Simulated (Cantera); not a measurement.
# Equilibrium for silicon etching in halogen gases: Si + F2 + H2

Charge: 1 mol Si, 1.2 mol F2, a varied amount of H2, equilibrated at 877 °C and 0.710 bar.

These are equilibrium values from Cantera (NASA tables, ideal gas, pure condensed phases), not measurements of a reactor. Candidate condensed phases: Si; 25 gas species. The tables' values for SiF3, SiF2 are old estimates; treat these amounts as uncertain. Rates play no part.

```
n(H2) (mol)   x H2   x SiF4  x SiHF3  x SiH2F2  n Si(s)
-----------  -----  -------  -------  --------  -------
2.6          0.804    0.169   0.0244   0.00176    0.377
4.5          0.876    0.104   0.0177   0.00150    0.373
7.8          0.924   0.0614   0.0123   0.00122    0.368
13           0.953   0.0370  0.00851  0.000977    0.363
23           0.973   0.0207  0.00556  0.000745    0.357
40           0.984   0.0116  0.00363  0.000565    0.350
70           0.991  0.00644  0.00234  0.000423    0.342
```
x: gas mole fraction; n: condensed amount in mol.

From 2.6 mol H2 to 70 mol H2 the condensed part is Si(s). The main Si-bearing gas is SiF4 throughout. The share of Si in condensed phases is highest at 2.6 mol H2 (37.7 %) and lowest at 70 mol H2 (34.2 %).
